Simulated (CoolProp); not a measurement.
Vapour-liquid equilibrium of propane (1) + isobutene (2) at 746 kPa; x and y are mole fractions of (1).

The numbers come from the multi-fluid Helmholtz-energy mixture model, Lemmon 2009 and Lemmon 2005; pair parameters Bell 2016 in CoolProp.

Give the bubble temperature and the first vapour's composition at x = 0.15, 0.35, 0.65. Is there an azeotrope?

x = 0.15: 47.1 °C, y = 0.317; x = 0.35: 37.1 °C, y = 0.571; x = 0.65: 26.2 °C, y = 0.815. No azeotrope shows between x = 0.05 and 0.95.

The pair parameters rest on a limited set of measurements; away from them the model extrapolates. The gap from Raoult's law changes sign with composition, which may be real or a fault of the pair parameters; it wasn't checked against measurements.
